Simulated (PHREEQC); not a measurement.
1.6 g of hydrous ferric oxide (600 m²/g; 0.2 weak and 0.005 strong sites per Fe, Dzombak-Morel constants, diffuse double layer) in 1 kg of water with 0.01 mol/kgw of an inert sodium salt and 0.8 mmol/kgw PbCl2, at 25 °C; the pH is set by adding NaOH or the inert anion's acid. O2 is buffered at 0.21 atm. The system is closed to CO2. No solid was allowed to form.

The series has 17 steps of pH, from 3 to 11.

The numbers come from PHREEQC with the ion-association model, wateq4f.dat.

Question: Near which pH is half of the Pb sorbed, and on which side is more sorbed?

Answer: Near pH 5.1, with more sorbed at higher pH.

Question: At which pH does the surface charge pass through zero?

Answer: Near pH 8.6.

Along this series the solution becomes supersaturated in solids that the run did not let form, among them Pb(OH)2. The oxide is taken as insoluble; below pH 4 it would dissolve.
